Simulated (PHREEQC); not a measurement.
Copper plating or etch bath: an equilibrium model

Dissolve 0.015 mol Cu(BF4)2, 0.00053 mol HNO3 and 5.9e-05 mol Na2SO4 per kg of water at 60 °C. Closed to the air; pH follows from the charge balance.

All values are PHREEQC results (ion-association model, phreeqc.dat), not measurements.

This is a speciation only: nothing precipitates in the calculation.

Question: Estimate the pH.

Answer: pH 2.84.

Question: In which forms is B present?

Answer: BF4- 83 %, H3BO3 7.0 %, BF3OH- 6.7 %, BF2(OH)2- 3.4 % of the B.

Constants without temperature data keep their 25 °C values here. Real BF4- forms and hydrolyses slowly; the run takes it at equilibrium.
